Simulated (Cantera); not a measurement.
Charge: 1 mol Si₃H₈, 0.029 mol Cl₂, 5.3 mol N₂, at 1.80 bar.

Method: chemical equilibrium by Gibbs-energy minimisation in Cantera with the NASA 1993 tables (ideal gas, pure condensed phases). Candidate condensed phases: NH₄Cl, Si, Si₃N₄; 28 gas species. The feed counts by its element totals alone. The numbers say what is thermodynamically allowed, not how fast it happens. All values below are at 1625 K.

Base state: H₂ 0.542, N₂ 0.450, HCl 0.00791, H 3.87e-5, NH₃ 2.11e-5 (mole fractions); condensed: Si₃N₄(s).

Q: What changes in the equilibrium state with this change: Cl₂ from 0.029 to 0.0034 mol?

A: 
| species | before | after |
|---|---|---|
| H₂ | 0.542 | 0.547 |
| N₂ | 0.450 | 0.452 |
| HCl | 0.00791 | 0.000931 |
| NH₃ | 2.11e-5 | 2.14e-5 |
| H | 3.87e-5 | 3.89e-5 |
| Si₃N₄(s), mol | 1.000 | 1.00 |
